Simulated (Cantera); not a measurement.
Charge: 1 mol SiH₄, 0.27 mol Cl₂, 28 mol N₂, at 1.13 Torr.

These are equilibrium values from Cantera (NASA tables, ideal gas, pure condensed phases), not measurements of a reactor. Candidate condensed phases: NH₄Cl, Si, Si₃N₄; 28 gas species. N₂ is the only nitrogen source here; it is nearly inert below about 1500 K, so the nitride shown seldom forms there in practice. Kinetics and transport are ignored.

**Question.** What share of the Si ends up in condensed phases as a function of T (°C), at 700, 800, 900, 1000, 1100, 1200, 1300, 1400, 1500?

**Answer.** 
```csv
T (°C),Si condensed (%),as
700,100.0,Si₃N₄(s)
800,100.0,Si₃N₄(s)
900,100.0,Si₃N₄(s)
1000,99.9,Si₃N₄(s)
1100,99.2,Si₃N₄(s)
1200,97.0,Si₃N₄(s)
1300,92.5,Si₃N₄(s)
1400,86.5,Si₃N₄(s)
1500,81.8,Si(l)
```
